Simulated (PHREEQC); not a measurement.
Solution (50 °C): 0.0013 mol/kgw FeCl3, 0.0013 mol/kgw H2SO4 and 0.22 mol/kgw NaCl. Closed to the air; pH follows from the charge balance.

All values are PHREEQC results (ion-association model, phreeqc.dat), not measurements.

Q: The ionic strength comes out as 0.228 mol/kgw. What activity coefficients do FeOH+2, Fe(OH)2+, FeCl+2, FeSO4+, Fe+3 get?

A: FeOH+2 0.27, Fe(OH)2+ 0.73, FeCl+2 0.27, FeSO4+ 0.72, Fe+3 0.11.

Precipitation was switched off in this run. Saturation is exceeded, for instance for Hematite (slow to form), Goethite (slow to form); the values hold only as long as no solid forms. At this temperature some constants are extrapolated from 25 °C, and those without enthalpy data are left unchanged.
